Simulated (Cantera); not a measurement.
A perfectly stirred reactor is fed with CH4 : O2 : N2 = 1 : 4.44 : 16.7 (molar parts), equivalence ratio 0.45, at 2.10 bar; it is adiabatic with a 650 K inlet, and is followed from long to short residence time, starting on the burning branch (τ in s: 0.18, 0.054, 0.016, 0.0049, 0.0015, 0.00045, 0.00014, 4.2e-05, 1.3e-05).

Computed with Cantera and GRI-Mech 3.0 (53 species, 325 reactions).

### Question
Predict: blow-out, bracketed by the residence times tried; x(CH4) at τ = 0.180 s; x(O2) at τ = 0.180 s; x(HO2) at τ = 0.180 s; x(H2O2) at τ = 0.180 s; x(H2) at τ = 0.180 s; x(CH4) at τ = 1.50 ms; x(O2) at τ = 1.50 ms; x(HO2) at τ = 1.50 ms; x(H2O2) at τ = 1.50 ms; x(H2) at τ = 1.50 ms.

### Answer
| Quantity | Result |
|---|---|
| blow-out, bracketed by the residence times tried | burning at 0.450 ms, out at 0.140 ms |
| x(CH4) at τ = 0.180 s | 7.81e-6 |
| x(O2) at τ = 0.180 s | 0.110 |
| x(HO2) at τ = 0.180 s | 1.14e-6 |
| x(H2O2) at τ = 0.180 s | 6.11e-8 |
| x(H2) at τ = 0.180 s | 1.43e-5 |
| x(CH4) at τ = 1.50 ms | 0.000191 |
| x(O2) at τ = 1.50 ms | 0.112 |
| x(HO2) at τ = 1.50 ms | 2.15e-5 |
| x(H2O2) at τ = 1.50 ms | 4.87e-7 |
| x(H2) at τ = 1.50 ms | 0.000332 |
